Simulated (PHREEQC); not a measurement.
A solution holds 1.9 mmol/kgw NH4HF2, 11 mmol/kgw (NH4)2SiF6, 0.16 mmol/kgw HBF4 and 6.1 mmol/kgw H2SO4, at 25 °C. Closed to the air; pH follows from the charge balance.

Model: ion-association model, phreeqc.dat, run in PHREEQC.

```tsv
quantity	before	after
pH	2.12	2.39
HF (mol/kgw)	0.00465	0.00324
F- (mol/kgw)	0.000505	0.000620
H4SiO4 (mol/kgw)	0.000202	0.000305
BF4- (mol/kgw)	0.000111	4.02e-5
SI of Chalcedony (SiO2)	-0.14	+0.04
```

Q: What was changed between the two runs?
(A) HBF4 replaced by Na2B4O7 at the same molality
(B) diluted 2-fold with water
(C) 0.0059 mol/kgw KOH added
(D) temperature from 25 to 35 °C
(E) H2SO4 left out

A: B, diluted 2-fold with water

This is a speciation only: nothing precipitates in the calculation. Some of these states are supersaturated (in Quartz (slow to form), for instance). SiF6-2 is the database's only silicon fluoride. Real BF4- forms and hydrolyses slowly; the run takes it at equilibrium.
